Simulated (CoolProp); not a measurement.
Saturation properties of carbon monoxide (Tc = -140.3 °C, pc = 3498 kPa, ω = 0.050).

Model: reference Helmholtz-energy equation of state, Lemmon 2006, in CoolProp. It is a short technical equation, of lower accuracy than the large ones.

| T (°C) | p (kPa) | vapour density (kg/m³) | enthalpy of vaporisation (kJ/kg) |
|---|---|---|---|
| -176.65 | 416.2 | 16.36 | 191.0 |
| -173.75 | 520.6 | 20.30 | 185.4 |
| -170.95 | 638.3 | 24.79 | 179.7 |
| -168.15 | 774.2 | 30.04 | 173.5 |
| -165.35 | 929.6 | 36.18 | 166.8 |
| -162.55 | 1106 | 43.38 | 159.5 |
| -159.75 | 1306 | 51.85 | 151.5 |
| -156.95 | 1530 | 61.88 | 142.6 |
| -154.05 | 1790 | 74.36 | 132.4 |
| -151.25 | 2070 | 89.12 | 121.0 |
| -148.45 | 2380 | 107.7 | 107.8 |
| -145.65 | 2725 | 132.4 | 91.44 |
| -142.85 | 3108 | 169.9 | 68.84 |

It boils at -191.5 °C under 1 atm.
